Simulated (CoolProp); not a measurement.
Oxygen at 721.17 K and 0.316 MPa flows at 22 m/s in a round tube of 25 mm bore and 0.25 µm roughness, fully developed (64/Re and Nu = 3.66 if laminar; Colebrook and Gnielinski if turbulent). Each further row changes one setting.

Model: reference Helmholtz-energy equation of state, Schmidt 1985, in CoolProp.

| case | Reynolds number | Darcy friction factor | pressure drop (Pa/m) | heat-transfer coefficient (W/(m² K)) | mass flow (kg/h) |
|---|---|---|---|---|---|
| as stated | [?] | 0.0249 | [?] | 132 | [?] |
| velocity 44 m/s | 46900 | 0.0212 | [?] | 227 | 131 |
| diameter 50 mm | 46900 | 0.0212 | [?] | 113 | [?] |

Fill in the missing entries.


- as stated, Reynolds number: 23500
- as stated, pressure drop (Pa/m): 406
- as stated, mass flow (kg/h): 65.5
- velocity 44 m/s, pressure drop (Pa/m): 1380
- diameter 50 mm, pressure drop (Pa/m): 173
- diameter 50 mm, mass flow (kg/h): 262

Above 300 K oxygen's equation is extrapolated.

Viscosity comes from a separate model (Lemmon 2004). Thermal conductivity comes from a separate model (Lemmon 2004).
